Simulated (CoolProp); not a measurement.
Vapour-liquid equilibrium of acetone (1) + benzene (2) at 196 kPa; x and y are mole fractions of (1).

Computed with CoolProp (multi-fluid Helmholtz-energy mixture model, Lemmon 2006 and Thol 2012; pair parameters Bell 2016).

| x | bubble temperature, mixture model (K) | bubble temperature, Raoult's law (K) | y, mixture model | y, Raoult's law |
|---|---|---|---|---|
| 0.05 | 373.2 | 374.4 | 0.119 | 0.098 |
| 0.125 | 369.5 | 371.6 | 0.260 | 0.228 |
| 0.2 | 366.4 | 369.1 | 0.370 | 0.342 |
| 0.275 | ? | 366.7 | 0.460 | 0.442 |
| 0.35 | 361.6 | 364.5 | 0.537 | 0.530 |
| 0.425 | 359.7 | 362.5 | 0.604 | 0.608 |
| 0.5 | 358.0 | 360.5 | 0.664 | 0.678 |
| 0.575 | ? | 358.7 | 0.719 | 0.741 |
| 0.65 | ? | 357.0 | ? | 0.797 |
| 0.725 | ? | 355.3 | 0.822 | 0.848 |
| 0.8 | 352.7 | 353.7 | ? | 0.895 |
| 0.875 | ? | 352.3 | 0.919 | 0.937 |
| 0.95 | 350.6 | 350.8 | ? | 0.976 |

Problem. What belongs in the gaps?

Solution. 
- 0.275, bubble temperature, mixture model (K): 363.8
- 0.575, bubble temperature, mixture model (K): 356.5
- 0.65, bubble temperature, mixture model (K): 355.1
- 0.65, y, mixture model: 0.771
- 0.725, bubble temperature, mixture model (K): 353.9
- 0.8, y, mixture model: 0.871
- 0.875, bubble temperature, mixture model (K): 351.6
- 0.95, y, mixture model: 0.967

The largest gap from Raoult's law is -2.9 K in bubble temperature, at x = 0.35. No azeotrope shows between x = 0.05 and 0.95.

The pair parameters rest on a limited set of measurements; away from them the model extrapolates.
